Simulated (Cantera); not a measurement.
Cantera run, input and output.

```python
import numpy as np
import cantera as ct

gas = ct.Solution("gri30.yaml")
gas.TPX = 1098, 400000, {'H2': 1, 'O2': 0.833, 'N2': 3.13, 'H2O': 1.3}
reactor = ct.IdealGasConstPressureReactor(gas, energy="on", clone=False)
net = ct.ReactorNet([reactor])
net.rtol, net.atol = 1e-08, 1e-16
show = ['H2', 'O2', 'H2O', 'H2O2', 'NO']
times = np.geomspace(2e-06, 0.3, 11)

steps = ct.SolutionArray(gas, extra=["t"])
rows = []
print(f"{'t/s':>10s}{'T/K':>9s}{'P/Pa':>11s}" + "".join(f"{s:>11s}" for s in show))
for t in times:
    while net.time < t:
        t_next = net.step()
        steps.append(gas.state, t=t_next)
    rows.append([np.interp(t, steps.t, y) for y in (steps.T, steps.P, *steps(*show).X.T)])
    print(f"{t:10.3e}{rows[-1][0]:9.1f}{rows[-1][1]:11.4g}" + "".join(f"{x:11.3e}" for x in rows[-1][2:]))
rate = np.gradient(steps.T, steps.t)
print("integrator steps:", len(steps.t))
if steps.T.max() > steps.T[0] + 200:
    print(f"time of steepest temperature rise: {steps.t[rate.argmax()]:.4e} s")
gas.TPX = 1098, 400000, {'H2': 1, 'O2': 0.833, 'N2': 3.13, 'H2O': 1.3}
gas.equilibrate("HP")
print(f"equilibrium (HP): T = {gas.T:.1f} K  " + "  ".join(f"{s} {gas[s].X[0]:.3e}" for s in show))
```

Result:

```
       t/s      T/K       P/Pa         H2         O2        H2O       H2O2         NO
 2.000e-06   1098.0      4e+05  1.597e-01  1.330e-01  2.076e-01  3.991e-12  3.210e-22
 6.586e-06   1098.0      4e+05  1.597e-01  1.330e-01  2.076e-01  5.049e-11  1.919e-21
 2.169e-05   1098.0      4e+05  1.597e-01  1.330e-01  2.076e-01  5.737e-10  7.914e-21
 7.143e-05   1098.0      4e+05  1.597e-01  1.330e-01  2.076e-01  6.008e-09  3.222e-20
 2.352e-04   1098.0      4e+05  1.597e-01  1.330e-01  2.076e-01  5.939e-08  2.073e-19
 7.746e-04   1098.0      4e+05  1.597e-01  1.330e-01  2.076e-01  9.120e-07  1.029e-17
 2.551e-03   1114.8      4e+05  1.573e-01  1.316e-01  2.101e-01  2.828e-04  3.800e-13
 8.400e-03   2143.0      4e+05  6.608e-04  5.688e-02  3.958e-01  5.460e-07  8.419e-05
 2.766e-02   2142.4      4e+05  6.593e-04  5.675e-02  3.958e-01  5.446e-07  3.558e-04
 9.110e-02   2140.8      4e+05  6.549e-04  5.634e-02  3.959e-01  5.402e-07  1.182e-03
 3.000e-01   2137.2      4e+05  6.448e-04  5.542e-02  3.959e-01  5.302e-07  3.065e-03
integrator steps: 1348
time of steepest temperature rise: 2.9625e-03 s
equilibrium (HP): T = 2134.3 K  H2 6.368e-04  O2 5.467e-02  H2O 3.960e-01  H2O2 5.222e-07  NO 4.590e-03
```

Detailed kinetics in Cantera: GRI-Mech 3.0 (53 species, 325 reactions). The hydrogen kinetics of GRI-Mech 3.0 are dated; newer H2 mechanisms differ, most at raised pressure.
